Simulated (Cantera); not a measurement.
Catalytic combustion on Pt

An isothermal plug-flow reactor at 1000 K and 0.987 atm (inlet), inlet velocity 1.9 m/s, active area per volume 150 1/m; feed 1.43 % CO, 3.21 % O2, 93.9 % N2, 1.43 % H2O, equivalence ratio 0.22.

Computed with Cantera and Deutschmann's 1995 Pt surface mechanism with GRI-Mech 3.0 gas chemistry. Catalytic surfaces can have several steady states; this one follows from the mechanism file's or the stated starting coverage. Mass transfer to the wall is taken as infinitely fast.

```
z (m)        x CO    x O2   x H2O    x CO2  θ free Pt    θ O*     θ OH*     θ CO*
-------  --------  ------  ------  -------  ---------  ------  --------  --------
0.00014    0.0115  0.0307  0.0143  0.00282      0.696  0.0123  0.000498     0.291
0.00023   0.00955  0.0298  0.0143  0.00475      0.727  0.0147  0.000556     0.258
0.00039   0.00580  0.0280  0.0143  0.00853      0.802  0.0250  0.000763     0.172
0.00065  0.000997  0.0256  0.0144   0.0134      0.348   0.649   0.00256  0.000836
0.0011   0.000326  0.0253  0.0144   0.0140      0.287   0.710   0.00244  0.000172
0.0018    7.61e-5  0.0252  0.0144   0.0143      0.275   0.723   0.00241   3.61e-5
0.003     7.05e-6  0.0252  0.0144   0.0144      0.272   0.726   0.00240   3.26e-6
0.005     1.38e-7  0.0251  0.0144   0.0144      0.271   0.726   0.00240   6.36e-8
0.0084   1.73e-10  0.0251  0.0144   0.0144      0.271   0.726   0.00240  7.97e-11
0.014      <1e-12  0.0251  0.0144   0.0144      0.271   0.726   0.00240    <1e-12
```
x: gas mole fraction; θ: surface coverage.
